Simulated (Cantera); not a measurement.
An isothermal, constant-pressure homogeneous reactor starts with 0.990 % C3H8, 99.0 % H2, at 1150 K and 0.0263 atm.

Cantera simulation using GRI-Mech 3.0 (53 species, 325 reactions); the numbers are that mechanism's predictions, not measurements. GRI-Mech 3.0 was tuned for natural gas; its chemistry of propane as a main component is partial and can be far from experiment. GRI-Mech 3.0 stops at C3 and has no aromatics, soot or wall deposition, so with more carbon than oxygen in the feed, carbon stays in small species such as C2H2 where larger ones or solid carbon would form. Radical loss at walls, strong at low pressure, is not modelled.

x: mole fraction; the columns are a selection and need not sum to one.

```tsv
t (s)	x C3H8	x H2	x C2H6	x C2H2	x CH3	x H
1.00e-6	0.00990	0.990	6.04e-12	<1e-12	___	4.03e-11
6.00e-6	0.00990	0.990	2.14e-10	<1e-12	___	1.40e-9
3.59e-5	0.00990	0.990	7.17e-9	<1e-12	___	4.22e-8
0.000215	0.00990	0.990	1.77e-7	<1e-12	___	7.02e-7
0.00129	0.00986	0.990	1.89e-6	7.05e-10	___	5.36e-6
0.00775	0.00856	0.989	1.27e-5	8.95e-7	___	3.11e-5
0.0464	0.000641	0.981	4.12e-5	0.000170	___	5.77e-5
0.278	1.95e-6	0.980	5.34e-5	0.000645	___	9.87e-6
1.67	1.05e-8	0.980	5.72e-5	0.00120	7.64e-7	3.82e-6
10.0	7.18e-9	0.980	4.36e-5	0.00301	7.32e-7	3.57e-6
60.0	3.89e-9	0.980	2.55e-5	0.00510	6.74e-7	3.03e-6
```

Q: Complete the blanks.

A: 
- 1.00e-6, x CH3: 5.39e-9
- 6.00e-6, x CH3: 3.17e-8
- 3.59e-5, x CH3: 1.74e-7
- 0.000215, x CH3: 1.02e-6
- 0.00129, x CH3: 7.67e-6
- 0.00775, x CH3: 3.99e-5
- 0.0464, x CH3: 1.66e-5
- 0.278, x CH3: 1.98e-6
